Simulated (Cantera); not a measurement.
Cantera run:

```python
import numpy as np
import cantera as ct

gas_names = """
    Br Br2 N N2 Si SiBr SiBr2 SiBr3 SiBr4 SiN Si2 Si2N Si3
""".split()
cond_names = """
    Br2(cr) Br2(L) Si(cr) Si(L) Si3N4(a)
""".split()


# ... load() reads the species with a 1 bar reference pressure and builds the phases ...
atoms = {
    'Si': {'Si': 1},
    'Br2': {'Br': 2},
    'N2': {'N': 2},
}
top_T = {'Si3N4(a)': 2400}  # K; cautious upper limits of use, not melting points


# ... equilibrate(T, P, feed) seeds the gas with the atoms and calls Mixture.equilibrate('TP', solver="vcs", rtol=1e-11, max_steps=5000) ...
results = []
T = 1698.15  # K
P = 1333.22  # Pa
for m in [0.99, 1.8, 2.6, 3.5, 4.3, 5.1, 5.9, 6.8, 7.6]:
    feed = {'Si': 1, 'Br2': m, 'N2': 6.7}  # mol
    mix = equilibrate(T, P, feed)
    results.append((T, P, feed, dict(zip(mix.species_names, mix.species_moles))))

top = {s: max(r[3][s] / sum(r[3][g] for g in gas_names) for r in results) for s in gas_names}
cols = sorted((s for s in top if top[s] > 0.0001), key=lambda s: -top[s])[:5]
seen = [c for c in cond_names if any(r[3].get(c, 0) > 1e-12 for r in results)]
print("log10 of partial pressures in bar; condensed amounts in mol")
print(f"{'n(Br2)':>10s}" + "".join(f"{s[:9]:>10s}" for s in cols + seen))
for T, P, feed, n in results:
    ng = sum(n[g] for g in gas_names)
    print(f"{feed['Br2']:10.4g}" + "".join(f"{np.log10(max(n[s] / ng * P / 1e5, 1e-99)):10.3f}" for s in cols)
          + "".join(f"{n.get(c, 0):10.4g}" for c in seen))
```

Output:

```
log10 of partial pressures in bar; condensed amounts in mol
    n(Br2)        N2        Br     SiBr2     SiBr4       Br2  Si3N4(a)
      0.99    -1.941    -3.468    -2.820    -5.865    -6.698   0.03737
       1.8    -2.012    -2.670    -2.877    -4.327    -5.103         0
       2.6    -2.075    -2.438    -2.982    -3.967    -4.638         0
       3.5    -2.138    -2.307    -3.086    -3.811    -4.377         0
       4.3    -2.188    -2.236    -3.166    -3.748    -4.234         0
       5.1    -2.233    -2.185    -3.238    -3.718    -4.132         0
       5.9    -2.274    -2.147    -3.301    -3.705    -4.057         0
       6.8    -2.316    -2.115    -3.364    -3.704    -3.992         0
       7.6    -2.350    -2.092    -3.414    -3.708    -3.947         0
```

These are equilibrium values from Cantera (NASA tables, ideal gas, pure condensed phases), not measurements of a reactor. The tables' values for SiBr3, SiBr are old estimates; treat these amounts as uncertain.
